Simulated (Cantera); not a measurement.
A perfectly stirred reactor is fed with 5.26 % C₂H₆, 94.7 % H₂, at 14.3 Torr; it is held at 1800 K, and followed from long to short residence time.

Model: GRI-Mech 3.0 (53 species, 325 reactions), integrated in Cantera. GRI-Mech 3.0 stops at C3 and has no aromatics, soot or wall deposition, so with more carbon than oxygen in the feed, carbon stays in small species such as C2H2 where larger ones or solid carbon would form. Radical loss at walls, strong at low pressure, is not modelled.

x: mole fraction; the columns are a selection and need not sum to one.

```csv
τ (s),x C₂H₆,x H₂,x CH₂,x C₂H₄,x CH₃
1.8,3.02e-6,0.945,1.33e-6,3.98e-5,…
0.92,5.80e-6,0.943,1.80e-6,5.76e-5,…
0.47,1.10e-5,0.941,2.43e-6,8.96e-5,…
0.23,2.17e-5,0.938,3.30e-6,0.000150,…
0.12,3.97e-5,0.935,4.34e-6,0.000242,…
0.060,7.48e-5,0.932,5.73e-6,0.000401,…
0.030,0.000139,0.928,7.47e-6,0.000652,…
0.015,0.000258,0.924,9.57e-6,0.00104,…
0.0077,0.000464,0.920,1.19e-5,0.00159,…
```

### Question
Fill in the missing entries.

### Answer

- 1.8, x CH₃: 0.000471
- 0.92, x CH₃: 0.000646
- 0.47, x CH₃: 0.000879
- 0.23, x CH₃: 0.00121
- 0.12, x CH₃: 0.00160
- 0.060, x CH₃: 0.00214
- 0.030, x CH₃: 0.00280
- 0.015, x CH₃: 0.00361
- 0.0077, x CH₃: 0.00451
